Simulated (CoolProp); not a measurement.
100 sccm (0 °C, 1 atm) of nitrogen bubbles through liquid 1,2-dichloroethane at 274.5 K and leaves saturated at a total pressure of 0.0348 MPa (ideal gas phase). Each further row changes one setting.

Computed with CoolProp (reference Helmholtz-energy equation of state, Thol 2015).

| case | vapour pressure (kPa) | mole fraction of vapour | delivery (mg/min) | delivery (sccm) | change of delivery for a bath 1 K warmer (%) |
|---|---|---|---|---|---|
| as stated | 3.03 | 0.0871 | 42.1 | 9.54 | 6.5 |
| bath temperature 279.5 K | 4.02 | 0.116 | 57.7 | 13.1 | 6.5 |
| total pressure 0.0696 MPa | 3.03 | 0.0435 | 20.1 | 4.55 | 6.2 |
